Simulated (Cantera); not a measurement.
An isothermal, constant-pressure homogeneous reactor starts with N2O = 0.34 (molar parts), at 1250 K and 0.00830 bar.

Cantera simulation using GRI-Mech 3.0 (53 species, 325 reactions); the numbers are that mechanism's predictions, not measurements. GRI-Mech 3.0 was tuned for natural gas; its chemistry of N2O as a main component is partial and can be far from experiment. Radical loss at walls, strong at low pressure, is not modelled. The mechanism lacks the step 2 NO + O2 → 2 NO2, which can matter for NO2 below about 1400 K. The temperature is held fixed by assumption; the heat of reaction is taken as removed at once.

x: mole fraction; the columns are a selection and need not sum to one.

| t (s) | x N2O | x NO2 | x O2 | x O | x NO | x N2 |
|---|---|---|---|---|---|---|
| 5.00e-6 | 1.00 | <1e-12 | 1.15e-10 | 3.17e-8 | 3.33e-11 | 3.19e-8 |
| 2.38e-5 | 1.00 | <1e-12 | 2.58e-9 | 1.49e-7 | 7.43e-10 | 1.54e-7 |
| 0.000113 | 1.000 | <1e-12 | [?] | [?] | [?] | [?] |
| 0.000540 | 1.000 | <1e-12 | 1.01e-6 | 2.27e-6 | 2.92e-7 | 4.45e-6 |
| 0.00257 | 1.000 | <1e-12 | 1.10e-5 | 3.80e-6 | 3.16e-6 | 2.73e-5 |
| 0.0122 | 1.000 | 1.21e-11 | 6.47e-5 | 3.86e-6 | 1.87e-5 | 0.000143 |
| 0.0583 | 0.999 | 2.92e-10 | 0.000321 | 3.86e-6 | 9.24e-5 | 0.000691 |
| 0.278 | 0.995 | [?] | [?] | 3.86e-6 | [?] | [?] |
| 1.32 | 0.975 | 9.63e-8 | 0.00723 | 3.86e-6 | 0.00208 | 0.0155 |
| 6.30 | 0.889 | 8.22e-7 | 0.0324 | 3.86e-6 | 0.00934 | 0.0695 |
| 30.0 | 0.589 | 4.92e-6 | 0.120 | 3.85e-6 | 0.0345 | 0.257 |

Some entries are withheld; supply them.


- 0.000113, x O2: 5.57e-8
- 0.000113, x O: 6.58e-7
- 0.000113, x NO: 1.61e-8
- 0.000113, x N2: 7.77e-7
- 0.278, x NO2: 6.15e-9
- 0.278, x O2: 0.00154
- 0.278, x NO: 0.000443
- 0.278, x N2: 0.00330
